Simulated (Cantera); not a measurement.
An isothermal, constant-pressure homogeneous reactor starts with NH3 : N2 = 1 : 1.7 (molar parts), at 1750 K and 39000 Pa. Integrator tolerance rtol = 1e-08.

Model: the gas-phase N/H chemistry of the illustrative SiF4/NH3 mechanism in the Surface Chemkin manual (1991), integrated in Cantera. Walls and surfaces, which speed up NH3 decomposition in real reactors, are not modelled.

```tsv
quantity	before	after
x(NH3) at 10.0 s	0.0125 (gas-phase equilibrium 2.50e-6)	0.183 (gas-phase equilibrium 8.51e-8)
x(N2H4) at 10.0 s	4.10e-10 (gas-phase equilibrium <1e-12)	2.04e-9 (gas-phase equilibrium <1e-12)
x(N) at 10.0 s	4.15e-8 (gas-phase equilibrium 1.80e-11)	2.68e-7 (gas-phase equilibrium 9.74e-11)
x(N2H2) at 10.0 s	5.99e-9 (gas-phase equilibrium <1e-12)	8.15e-7 (gas-phase equilibrium <1e-12)
x(N2) at 10.0 s	0.596 (gas-phase equilibrium 0.595)	0.612 (gas-phase equilibrium 0.594)
x(NH2) at 10.0 s	1.48e-5 (gas-phase equilibrium 3.83e-9)	0.000179 (gas-phase equilibrium 7.07e-10)
x(H2) at 10.0 s	0.392 (gas-phase equilibrium 0.405)	0.205 (gas-phase equilibrium 0.404)
```

Question: What was changed between the two runs?
A) temperature 1750 to 2275 K
B) temperature 1750 to 1700 K
C) temperature 1750 to 1898 K
D) pressure from 39000 Pa to 1330 Pa

Answer: D, pressure from 39000 Pa to 1330 Pa
